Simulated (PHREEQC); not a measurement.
Consider water at 25 °C with 150 mmol/kgw HF, 2.3 mmol/kgw Na2CO3 and 0.44 mmol/kgw KCl. Closed to the air; pH follows from the charge balance.

Computed with PHREEQC (ion-association model, phreeqc.dat).

This is a speciation only: nothing precipitates in the calculation.

Problem. What pH, ionic strength does the model give?

Solution. pH 2.02; ionic strength 0.0158 mol/kgw.

Problem. In which forms is F present?

Solution. HF 86 %, F- 6.8 %, HF2- 6.8 % of the F.

Species that the database lacks are ignored.
